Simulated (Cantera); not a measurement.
## Calcination and drying: CaCO3 + O2

Input: 1 mol CaCO3, 0.013 mol O2, at 1773.15 K.

Method: chemical equilibrium by Gibbs-energy minimisation in Cantera with the NASA 1993 tables (ideal gas, pure condensed phases). Candidate condensed phases: C, Ca, CaCO3, CaO; 15 gas species. The numbers say what is thermodynamically allowed, not how fast it happens.

```json
[
 {"P (Pa)": "10", "x CO2": "0.888", "x CO": "0.0656", "x O2": "0.0442", "x O": "0.00198", "x Ca": "3.55e-7", "x CaO": "6.01e-8", "n CaO(s)": "1.00"},
 {"P (Pa)": "100", "x CO2": "0.944", "x CO": "0.0284", "x O2": "0.0266", "x O": "0.000485", "x Ca": "1.45e-8", "x CaO": "6.01e-9", "n CaO(s)": "1.00"},
 {"P (Pa)": "1000", "x CO2": "0.970", "x CO": "0.0111", "x O2": "0.0183", "x O": "0.000127", "x Ca": "5.53e-10", "x CaO": "6.01e-10", "n CaO(s)": "1.00"},
 {"P (Pa)": "10000", "x CO2": "0.981", "x CO": "0.00396", "x O2": "0.0148", "x O": "3.61e-5", "x Ca": "1.94e-11", "x CaO": "6.01e-11", "n CaO(s)": "1.00"},
 {"P (Pa)": "100000", "x CO2": "0.985", "x CO": "0.00132", "x O2": "0.0135", "x O": "1.09e-5", "x Ca": "<1e-12", "x CaO": "6.01e-12", "n CaO(s)": "1.00"},
 {"P (Pa)": "1000000", "x CO2": "0.987", "x CO": "0.000424", "x O2": "0.0130", "x O": "3.40e-6", "x Ca": "<1e-12", "x CaO": "<1e-12", "n CaO(s)": "1.00"}
]
```
x: gas mole fraction; n: condensed amount in mol.

From 0.0750 Torr to 7500 Torr the condensed part is CaO(s).
